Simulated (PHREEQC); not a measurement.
0.052 g of hydrous ferric oxide (600 m²/g; 0.2 weak and 0.005 strong sites per Fe, Dzombak-Morel constants, diffuse double layer) in 1 kg of water with 0.3 mol/kgw of an inert sodium salt and 1.5e-06 mol ZnCl2, at 25 °C; the pH is set by adding NaOH or the inert anion's acid. Oxygen alone is held at its pressure in air (log pO2 = -0.68). CO2 from the air is kept out. Precipitation was switched off in this run.

Base run: PHREEQC, ion-association model, wateq4f.dat. Each further column changes one thing. The table gives surface charge σ (C/m²).

```
pH      base  background salt from 0.3 to 0.03 mol/kgw  oxide from 0.052 to 0.26 g/kgw
----  ------  ----------------------------------------  ------------------------------
3      0.368                                         …                           0.368
3.75   0.357                                     0.297                           0.357
4.12   0.343                                     0.257                           0.343
4.88   0.282                                     0.170                           0.282
5.25   0.240                                     0.133                           0.240
6      0.154                                     0.075                           0.154
6.75   0.086                                         …                           0.085
7.12   0.059                                     0.025                           0.058
7.88   0.014                                         …                           0.013
8.25  -0.006                                    -0.002                          -0.007
9     -0.050                                         …                          -0.051
```

Problem. Fill in the missing entries.

Solution. 
- 3, background salt from 0.3 to 0.03 mol/kgw: 0.350
- 6.75, background salt from 0.3 to 0.03 mol/kgw: 0.037
- 7.88, background salt from 0.3 to 0.03 mol/kgw: 0.005
- 9, background salt from 0.3 to 0.03 mol/kgw: -0.020

The oxide is taken as insoluble; below pH 4 it would dissolve.
